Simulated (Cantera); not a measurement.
Feed: 1 mol Al, 29 mol NH3, 180 mol N2, held at 90.0 Torr.

Equilibrium computed with Cantera from the NASA thermochemical tables; the gas is ideal and each condensed phase is pure. Candidate condensed phases: Al, AlN; 13 gas species. The numbers say what is thermodynamically allowed, not how fast it happens.

Which condensed phases are stable at each of these points (T (K)): 800, 1000, 1200, 1400, 1600, 1800, 2000, 2200?


| T (K) | condensed phases | Al condensed (%) |
|---|---|---|
| 800 | AlN(s) | 100.0 |
| 1000 | AlN(s) | 100.0 |
| 1200 | AlN(s) | 100.0 |
| 1400 | AlN(s) | 100.0 |
| 1600 | AlN(s) | 100.0 |
| 1800 | AlN(s) | 99.8 |
| 2000 | AlN(s) | 86.5 |
| 2200 | gas only | 0.0 |

From 800 K to 2000 K the condensed part is AlN(s). At 2200 K nothing is condensed.
